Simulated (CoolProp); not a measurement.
Vapour-liquid equilibrium of ethylene (1) + ethane (2) at 152.1 K; x and y are mole fractions of (1).

Model: multi-fluid Helmholtz-energy mixture model, Smukala 2000 and Bücker 2006; pair parameters Bell 2016, in CoolProp.

| x | bubble pressure (bar) | y at the bubble point | dew pressure at overall composition x (bar) | liquid density (mol/L) |
|---|---|---|---|---|
| 0.05 | 0.1291 | 0.152 | 0.1194 | 19.46 |
| 0.15 | 0.1540 | 0.358 | 0.1290 | 19.61 |
| 0.25 | 0.1759 | 0.497 | 0.1400 | 19.77 |
| 0.35 | 0.1960 | 0.602 | 0.1529 | 19.94 |
| 0.45 | 0.2153 | 0.688 | 0.1679 | 20.11 |
| 0.55 | 0.2342 | 0.761 | 0.1856 | 20.28 |
| 0.65 | 0.2531 | 0.826 | 0.2064 | 20.46 |
| 0.75 | 0.2722 | 0.883 | 0.2311 | 20.64 |
| 0.85 | 0.2917 | 0.934 | 0.2609 | 20.82 |
| 0.95 | 0.3114 | 0.980 | 0.2982 | 21.00 |

No azeotrope shows between x = 0.05 and 0.95.

The pair parameters rest on a limited set of measurements; away from them the model extrapolates.
